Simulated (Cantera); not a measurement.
A Cantera script and what it prints.

```python
import numpy as np
import cantera as ct

gas_names = """
    C CH CH2 CH3 CH2OH CH3O CH4 CH3OH CO CO2 COOH C2 C2H CHCO,ketyl C2H2,acetylene C2H2,vinylidene
    CH2CO,ketene C2H3,vinyl CH3CO,acetyl C2H4 C2H4O,ethylen CH3CHO,ethanal CH3COOH (HCOOH)2 C2H5 C2H6
    CH3OCH3 C2H5OH C2O C3 C3H3,propargyl C3H4,allene C3H4,propyne C3H4,cyclo- C3H5,allyl C3H6,propylene
    C3H6,cyclo- C3H6O C3H7,n-propyl C3H7,i-propyl C3H8 C3H8O,1propanol C3H8O,2propanol C3O2 C4 C4H2
    C4H4,1,3-cyclo- C4H6,butadiene C4H6,2-butyne C4H6,cyclo- C4H8,1-butene C4H8,cis2-buten
    C4H8,tr2-butene C4H8,isobutene C4H8,cyclo- (CH3COOH)2 C4H9,n-butyl C4H9,i-butyl C4H9,s-butyl
    C4H9,t-butyl C4H10,isobutane C4H10,n-butane C5 C5H6,1,3cyclo- C5H8,cyclo- C5H10,1-pentene
    C5H10,cyclo- C5H11,pentyl C5H11,t-pentyl C5H12,n-pentane C5H12,i-pentane CH3C(CH3)2CH3 C6H2
    C6H5,phenyl C6H5O,phenoxy C6H6 C6H5OH,phenol C6H10,cyclo- C6H12,1-hexene C6H12,cyclo- C6H13,n-hexyl
    C7H7,benzyl C7H8 C7H8O,cresol C7H14,1-heptene C7H15,n-heptyl C7H16,n-heptane C8H8,styrene
    C8H10,ethylbenz C8H16,1-octene C8H17,n-octyl C8H18,isooctane C8H18,n-octane C9H19,n-nonyl
    C10H8,naphthale C10H21,n-decyl C12H9,o-bipheny C12H10,bipheny H HCO HO2 H2 HCHO,formaldehy HCOOH H2O
    H2O2 Mg MgH MgO MgOH MgO2H2 Mg2 O OH O2 O3
""".split()
cond_names = """
    C(gr) C6H6(L) C7H8(L) C8H18(L),n-octa H2O(s) H2O(L) Mg(cr) Mg(L) MgCO3(s) MgO(s) MgO(L) MgO2H2(s)
""".split()


def load(file, names, dense=False):
    # The tables refer to 1 bar. Condensed volumes are neglected.
    table = {s.name: s for s in ct.Species.list_from_file(file)}
    out = []
    for n in names:
        d = dict(table[n].input_data)
        d["thermo"] = dict(d["thermo"], **{"reference-pressure": 1e5})
        if dense:
            d["equation-of-state"] = {"model": "constant-volume", "density": "1e6 g/cm^3"}
        out.append(ct.Species.from_dict(d))
    return out


gas = ct.Solution(thermo="ideal-gas", species=load("nasa_gas.yaml", gas_names))
cond = {s.name: ct.Solution(thermo="fixed-stoichiometry", species=[s], name=s.name)
        for s in load("nasa_condensed.yaml", cond_names, dense=True)}
atoms = {
    'MgO': {'Mg': 1, 'O': 1},
    'C': {'C': 1},
    'H2': {'H': 2},
}
top_T = {'C(gr)': 4500}  # K; cautious upper limits of use, not melting points


def equilibrate(T, P, feed):
    n = {}
    for name, mol in feed.items():
        for a, k in atoms[name].items():
            n[a] = n.get(a, 0.0) + k * mol
    gas.TPX = T, P, n
    mass = sum(n.values()) * gas.mean_molecular_weight
    gas.equilibrate("TP")
    valid = [c for c in cond.values() if c.min_temp <= T <= top_T.get(c.name, c.max_temp)]
    mix = ct.Mixture([(gas, mass / gas.mean_molecular_weight)] + [(c, 0.0) for c in valid])
    mix.T, mix.P = T, P
    mix.equilibrate("TP", solver="vcs", rtol=1e-11, max_steps=5000)
    return mix


results = []
feed = {'MgO': 1, 'C': 0.81, 'H2': 4.8}  # mol
T = 1648  # K
P = 2600  # Pa
mix = equilibrate(T, P, feed)
results.append((T, P, feed, dict(zip(mix.species_names, mix.species_moles))))
print(gas.report(threshold=0.001))
for i in range(1, mix.n_phases):
    print(f"{mix.phase(i).name:16s} {mix.phase_moles(i):12.5e} mol")
```

Output:

```
       temperature   1648 K
          pressure   2600 Pa
           density   0.0015383 kg/m^3
  mean mol. weight   8.1068 kg/kmol
   phase of matter   gas

                          1 kg             1 kmol
                     ---------------   ---------------
          enthalpy        5.5012e+06        4.4597e+07  J
   internal energy         3.811e+06        3.0895e+07  J
           entropy             28074        2.2759e+05  J/K
    Gibbs function       -4.0765e+07       -3.3047e+08  J
 heat capacity c_p            3914.7             31736  J/K
 heat capacity c_v            2889.1             23421  J/K

                      mass frac. Y      mole frac. X     chem. pot. / RT
                     ---------------   ---------------   ---------------
                CO           0.43585           0.12615           -40.848
                H2           0.18582           0.74721           -22.822
                Mg           0.37759           0.12594           -15.092
     [ +113 minor]        0.00074858        0.00070125

C(gr)             0.00000e+00 mol
Mg(L)             0.00000e+00 mol
MgO(s)            1.89995e-01 mol
```

Method: chemical equilibrium by Gibbs-energy minimisation in Cantera with the NASA 1993 tables (ideal gas, pure condensed phases). The tables' values for MgH are old estimates; treat these amounts as uncertain.
